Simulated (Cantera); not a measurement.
An adiabatic, constant-volume homogeneous reactor starts with CH3OH : O2 : N2 = 1 : 3.75 : 14.1 (molar parts), equivalence ratio 0.40, at 1098 K and 4950 Torr. Integrator tolerance rtol = 1e-08.

Computed with Cantera and GRI-Mech 3.0 (53 species, 325 reactions). GRI-Mech 3.0 was tuned for natural gas; its chemistry of methanol as a main component is partial and can be far from experiment.

Task: What does this change do: 1 parts H2 added?

Result: 
```csv
quantity,before,after
time of steepest temperature rise,15.8 ms,5.90 ms
temperature at 1.00 s,2232 K,2507 K
equilibrium temperature,2232 K,2507 K
x(CH3OH) at 1.00 s,<1e-12 (gas-phase equilibrium <1e-12),<1e-12 (gas-phase equilibrium <1e-12)
x(O2) at 1.00 s,0.111 (gas-phase equilibrium 0.111),0.0800 (gas-phase equilibrium 0.0800)
x(CO) at 1.00 s,0.000312 (gas-phase equilibrium 0.000312),0.00169 (gas-phase equilibrium 0.00169)
x(HO2) at 1.00 s,7.90e-6 (gas-phase equilibrium 7.90e-6),1.68e-5 (gas-phase equilibrium 1.68e-5)
x(C2H4) at 1.00 s,<1e-12 (gas-phase equilibrium <1e-12),<1e-12 (gas-phase equilibrium <1e-12)
```
